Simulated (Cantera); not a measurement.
# Ammonia decomposition in nitride growth gas

A perfectly stirred reactor is fed with 21.3 % NH3, 78.7 % H2, at 760 Torr; it is held at 1800 K, and followed from long to short residence time.

Detailed kinetics in Cantera: the gas-phase N/H chemistry of the illustrative SiF4/NH3 mechanism in the Surface Chemkin manual (1991). Walls and surfaces, which speed up NH3 decomposition in real reactors, are not modelled.

```
τ (s)   x NH3   x H2     x NH2   x N2H4      x N2   x N2H2      x N
------  -----  -----  --------  -------  --------  -------  -------
0.32    0.149  0.825  0.000102  2.97e-8    0.0263  1.33e-7  6.47e-8
0.20    0.166  0.814  0.000111  3.51e-8    0.0192  1.57e-7  6.65e-8
0.13    0.179  0.807  0.000117  3.93e-8    0.0138  1.76e-7  6.76e-8
0.083   0.190  0.801  0.000122  4.27e-8   0.00947  1.91e-7  6.82e-8
0.053   0.197  0.796  0.000125  4.51e-8   0.00634  2.01e-7  6.84e-8
0.034   0.202  0.793  0.000127  4.66e-8   0.00418  2.07e-7  6.81e-8
0.022   0.206  0.791  0.000128  4.73e-8   0.00273  2.10e-7  6.73e-8
0.014   0.208  0.790  0.000128  4.74e-8   0.00173  2.10e-7  6.58e-8
0.0088  0.210  0.789  0.000127  4.67e-8   0.00106  2.05e-7  6.33e-8
0.0056  0.211  0.788  0.000125  4.51e-8  0.000644  1.97e-7  5.95e-8
```
x: mole fraction; the columns are a selection and need not sum to one.
